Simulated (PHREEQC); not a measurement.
Synthetic water in mg/kgw, 35 °C, pH 3.78, pe 10.9: Na 281; K 19.1; Ca 116; Mg 58.6; Cl 243; S(6) as SO4 840; Cu(2) 9.59.

Valence states are taken as typed.

Computed with PHREEQC (ion-association model, wateq4f.dat).

Each row changes one thing in this solution. No solid was allowed to form.

| case | ionic strength (mol/kgw) | SO4-2 (mol/kgw) | Ca+2 (mol/kgw) | Mg+2 (mol/kgw) | MgSO4 (mol/kgw) | CaSO4 (mol/kgw) | SI of Gypsum (CaSO4:2H2O) | SI of Epsomite (MgSO4:7H2O) |
|---|---|---|---|---|---|---|---|---|
| as made | 0.0307 | 0.00669 | 0.00207 | 0.00155 | 0.000864 | 0.000825 | -0.83 | -3.47 |
| all concentrations times 3 at the same typed pH | 0.0845 | 0.0179 | 0.00542 | 0.00390 | 0.00334 | 0.00326 | -0.23 | -2.88 |
| temperature from 35 to 65 °C at the same typed pH | 0.0290 | 0.00621 | 0.00200 | 0.00123 | 0.00118 | 0.000895 | -0.82 | -3.80 |

Species that the database lacks are ignored. At this temperature some constants are extrapolated from 25 °C, and those without enthalpy data are left unchanged.
